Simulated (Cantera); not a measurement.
An adiabatic, constant-volume homogeneous reactor starts with 3.53 % CH₄, 9.54 % O₂, 83.0 % N₂, 3.89 % H₂O, equivalence ratio 0.74, at 1500 K and 760 Torr.

Model: GRI-Mech 3.0 (53 species, 325 reactions), integrated in Cantera.

One state of this run: T (K) = 2356; P (bar) = 1.60; x CH₄ = <1e-12; x O₂ = 0.0224; x H₂O = 0.105; x CO = 0.00282; x HCO = 3.26e-10. x: mole fraction; the columns are a selection and need not sum to one.

Question: Which value of t (s) does it belong to?
(A) 5.00e-6
(B) 0.448
(C) 8.65e-5
(D) 0.000224

Answer: B, 0.448
